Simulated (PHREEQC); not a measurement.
Solution (25 °C): 0.0077 mol/kgw AgF, 0.0098 mol/kgw NaNO3 and 4.7e-05 mol/kgw Cu(NO3)2. Closed to the air; pH follows from the charge balance.

All values are PHREEQC results (ion-association model, wateq4f.dat), not measurements.

```csv
quantity,before,after
pH,6.32,6.03
AgF (mol/kgw),0.000100,9.95e-5
NaF (mol/kgw),3.25e-5,3.23e-5
AgNO3 (mol/kgw),2.92e-5,3.02e-5
HF (mol/kgw),4.76e-6,9.16e-6
SI of Tenorite (CuO),+0.41,+0.55
SI of Cu(OH)2 (Cu(OH)2),-0.61,-0.47
```

Question: What was changed between the two runs?
A. Cu(NO3)2 from 4.7e-05 to 0.000235 mol/kgw
B. AgF from 0.0077 to 0.00385 mol/kgw
C. Cu(NO3)2 from 4.7e-05 to 5.17e-05 mol/kgw
D. AgF from 0.0077 to 0.00077 mol/kgw
E. AgF from 0.0077 to 0.0385 mol/kgw

Answer: A, Cu(NO3)2 from 4.7e-05 to 0.000235 mol/kgw

Precipitation was switched off in this run. Some of these states are supersaturated (in Tenorite (slow to form), for instance).
